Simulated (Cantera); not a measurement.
Feed: 1 mol Fe(CO)5, 0.77 mol H2, 4.3 mol N2, at 1348 K and 1.33 mbar.

Cantera equilibrium calculation (NASA polynomials, part measured and part estimated; ideal gas, pure solids and liquids). Candidate condensed phases: C, C6H6, C7H8, C8H18, Fe, Fe(CO)5, FeO, Fe(OH)2, Fe(OH)3, Fe2O3, Fe3O4, H2O; 140 gas species. Equilibrium is a limit: real reactors are often held back by kinetics, nucleation or transport.

Base state: CO 0.497, N2 0.427, H2 0.0764, H 1.75e-5 (mole fractions); condensed: Fe(γ).

Problem. What changes in the equilibrium state with this change: temperature from 1348 K to 1623 K?

Solution. 
| species | before | after |
|---|---|---|
| CO | 0.497 | 0.496 |
| N2 | 0.427 | 0.426 |
| H2 | 0.0764 | 0.0761 |
| Fe | 3.06e-6 | 0.00125 |
| H | 1.75e-5 | 0.000522 |
| Fe(γ), mol | 1.000 | 0.987 |
